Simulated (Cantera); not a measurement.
Cantera run:

```python
import numpy as np
import cantera as ct

gas_names = """
    H HO2 H2 H2O H2O2 O OH O2 O3 Pb PbO Pb2
""".split()
cond_names = """
    H2O(s) H2O(L) Pb(cr) Pb(L) PbO(rd) PbO(yw) PbO(L) PbO2(s) Pb3O4(s)
""".split()


def load(file, names, dense=False):
    # The tables refer to 1 bar. Condensed volumes are neglected.
    table = {s.name: s for s in ct.Species.list_from_file(file)}
    out = []
    for n in names:
        d = dict(table[n].input_data)
        d["thermo"] = dict(d["thermo"], **{"reference-pressure": 1e5})
        if dense:
            d["equation-of-state"] = {"model": "constant-volume", "density": "1e6 g/cm^3"}
        out.append(ct.Species.from_dict(d))
    return out


gas = ct.Solution(thermo="ideal-gas", species=load("nasa_gas.yaml", gas_names))
cond = {s.name: ct.Solution(thermo="fixed-stoichiometry", species=[s], name=s.name)
        for s in load("nasa_condensed.yaml", cond_names, dense=True)}
atoms = {
    'Pb': {'Pb': 1},
    'O2': {'O': 2},
    'H2': {'H': 2},
}
top_T = {'Pb3O4(s)': 820}  # K; cautious upper limits of use, not melting points


def equilibrate(T, P, feed):
    n = {}
    for name, mol in feed.items():
        for a, k in atoms[name].items():
            n[a] = n.get(a, 0.0) + k * mol
    gas.TPX = T, P, n
    mass = sum(n.values()) * gas.mean_molecular_weight
    gas.equilibrate("TP")
    valid = [c for c in cond.values() if c.min_temp <= T <= top_T.get(c.name, c.max_temp)]
    mix = ct.Mixture([(gas, mass / gas.mean_molecular_weight)] + [(c, 0.0) for c in valid])
    mix.T, mix.P = T, P
    mix.equilibrate("TP", solver="vcs", rtol=1e-11, max_steps=5000)
    return mix


results = []
feed = {'Pb': 1, 'O2': 0.55, 'H2': 7.4}  # mol
for P in [10, 52, 270, 1400, 7200, 37000, 190000, 1000000]:
    for T in [948, 998, 1048, 1098, 1148, 1198, 1248, 1298, 1348, 1398, 1448, 1498, 1548]:
        mix = equilibrate(T, P, feed)
        results.append((T, P, feed, dict(zip(mix.species_names, mix.species_moles))))

for T, P, feed, n in results:
    print(f"{T:7g} {P:10.4g}  " + (" + ".join(c for c in cond_names if n.get(c, 0) > 1e-12) or "gas only"))
```

Output:

```
    948         10  Pb(L)
    998         10  gas only
   1048         10  gas only
   1098         10  gas only
   1148         10  gas only
   1198         10  gas only
   1248         10  gas only
   1298         10  gas only
   1348         10  gas only
   1398         10  gas only
   1448         10  gas only
   1498         10  gas only
   1548         10  gas only
    948         52  Pb(L)
    998         52  Pb(L)
   1048         52  Pb(L)
   1098         52  gas only
   1148         52  gas only
   1198         52  gas only
   1248         52  gas only
   1298         52  gas only
   1348         52  gas only
   1398         52  gas only
   1448         52  gas only
   1498         52  gas only
   1548         52  gas only
    948        270  Pb(L)
    998        270  Pb(L)
   1048        270  Pb(L)
   1098        270  Pb(L)
   1148        270  Pb(L)
   1198        270  gas only
   1248        270  gas only
   1298        270  gas only
   1348        270  gas only
   1398        270  gas only
   1448        270  gas only
   1498        270  gas only
   1548        270  gas only
    948       1400  Pb(L)
    998       1400  Pb(L)
   1048       1400  Pb(L)
   1098       1400  Pb(L)
   1148       1400  Pb(L)
   1198       1400  Pb(L)
   1248       1400  Pb(L)
   1298       1400  gas only
   1348       1400  gas only
   1398       1400  gas only
   1448       1400  gas only
   1498       1400  gas only
   1548       1400  gas only
    948       7200  Pb(L)
    998       7200  Pb(L)
   1048       7200  Pb(L)
   1098       7200  Pb(L)
   1148       7200  Pb(L)
   1198       7200  Pb(L)
   1248       7200  Pb(L)
   1298       7200  Pb(L)
   1348       7200  Pb(L)
   1398       7200  Pb(L)
   1448       7200  gas only
   1498       7200  gas only
   1548       7200  gas only
    948    3.7e+04  Pb(L)
    998    3.7e+04  Pb(L)
   1048    3.7e+04  Pb(L)
   1098    3.7e+04  Pb(L)
   1148    3.7e+04  Pb(L)
   1198    3.7e+04  Pb(L)
   1248    3.7e+04  Pb(L)
   1298    3.7e+04  Pb(L)
   1348    3.7e+04  Pb(L)
   1398    3.7e+04  Pb(L)
   1448    3.7e+04  Pb(L)
   1498    3.7e+04  Pb(L)
   1548    3.7e+04  Pb(L)
    948    1.9e+05  Pb(L)
    998    1.9e+05  Pb(L)
   1048    1.9e+05  Pb(L)
   1098    1.9e+05  Pb(L)
   1148    1.9e+05  Pb(L)
   1198    1.9e+05  Pb(L)
   1248    1.9e+05  Pb(L)
   1298    1.9e+05  Pb(L)
   1348    1.9e+05  Pb(L)
   1398    1.9e+05  Pb(L)
   1448    1.9e+05  Pb(L)
   1498    1.9e+05  Pb(L)
   1548    1.9e+05  Pb(L)
    948      1e+06  Pb(L)
    998      1e+06  Pb(L)
   1048      1e+06  Pb(L)
   1098      1e+06  Pb(L)
   1148      1e+06  Pb(L)
   1198      1e+06  Pb(L)
   1248      1e+06  Pb(L)
   1298      1e+06  Pb(L)
   1348      1e+06  Pb(L)
   1398      1e+06  Pb(L)
   1448      1e+06  Pb(L)
   1498      1e+06  Pb(L)
   1548      1e+06  Pb(L)
```

Cantera equilibrium calculation (NASA polynomials, part measured and part estimated; ideal gas, pure solids and liquids).
